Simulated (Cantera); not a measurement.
An isothermal, constant-pressure homogeneous reactor starts with N2O : N2 = 1 : 0.12 (molar parts), at 1475 K and 0.00750 atm. Integrator tolerance rtol = 1e-08.

Detailed kinetics in Cantera: GRI-Mech 3.0 (53 species, 325 reactions). GRI-Mech 3.0 was tuned for natural gas; its chemistry of N2O as a main component is partial and can be far from experiment. Radical loss at walls, strong at low pressure, is not modelled. The temperature is held fixed by assumption; the heat of reaction is taken as removed at once.

Task: What does this change do: pressure from 0.00750 atm to 1.88 atm?

Result: 
```tsv
quantity	before	after
x(N2O) at 100 s	5.05e-6 (gas-phase equilibrium 6.21e-9)	2.38e-6 (gas-phase equilibrium 9.82e-8)
x(N2) at 100 s	0.619 (gas-phase equilibrium 0.691)	0.650 (gas-phase equilibrium 0.691)
x(O2) at 100 s	0.237 (gas-phase equilibrium 0.308)	0.267 (gas-phase equilibrium 0.308)
x(NO2) at 100 s	7.60e-5 (gas-phase equilibrium 7.50e-7)	0.000738 (gas-phase equilibrium 1.19e-5)
x(NO) at 100 s	0.144 (gas-phase equilibrium 0.00123)	0.0823 (gas-phase equilibrium 0.00123)
x(O) at 100 s	1.63e-5 (gas-phase equilibrium 1.84e-5)	1.08e-6 (gas-phase equilibrium 1.16e-6)
```

Task: What does this change do: temperature 1475 to 1073 K?

Result: 
| quantity | before | after |
|---|---|---|
| x(N2O) at 100 s | 5.05e-6 (gas-phase equilibrium 6.21e-9) | 0.853 (gas-phase equilibrium 4.73e-10) |
| x(N2) at 100 s | 0.619 (gas-phase equilibrium 0.691) | 0.132 (gas-phase equilibrium 0.691) |
| x(O2) at 100 s | 0.237 (gas-phase equilibrium 0.308) | 0.0129 (gas-phase equilibrium 0.309) |
| x(NO2) at 100 s | 7.60e-5 (gas-phase equilibrium 7.50e-7) | 1.63e-7 (gas-phase equilibrium 2.66e-7) |
| x(NO) at 100 s | 0.144 (gas-phase equilibrium 0.00123) | 0.00163 (gas-phase equilibrium 7.55e-5) |
| x(O) at 100 s | 1.63e-5 (gas-phase equilibrium 1.84e-5) | 1.98e-7 (gas-phase equilibrium 7.98e-9) |
The mechanism lacks the step 2 NO + O2 → 2 NO2, which can matter for NO2 below about 1400 K.

Task: What does this change do: temperature 1475 to 1050 K?

Result: 
| quantity | before | after |
|---|---|---|
| x(N2O) at 100 s | 5.05e-6 (gas-phase equilibrium 6.21e-9) | 0.870 (gas-phase equilibrium 3.86e-10) |
| x(N2) at 100 s | 0.619 (gas-phase equilibrium 0.691) | 0.122 (gas-phase equilibrium 0.691) |
| x(O2) at 100 s | 0.237 (gas-phase equilibrium 0.308) | 0.00749 (gas-phase equilibrium 0.309) |
| x(NO2) at 100 s | 7.60e-5 (gas-phase equilibrium 7.50e-7) | 7.88e-8 (gas-phase equilibrium 2.45e-7) |
| x(NO) at 100 s | 0.144 (gas-phase equilibrium 0.00123) | 0.000838 (gas-phase equilibrium 6.03e-5) |
| x(O) at 100 s | 1.63e-5 (gas-phase equilibrium 1.84e-5) | 1.24e-7 (gas-phase equilibrium 4.29e-9) |
The mechanism lacks the step 2 NO + O2 → 2 NO2, which can matter for NO2 below about 1400 K.
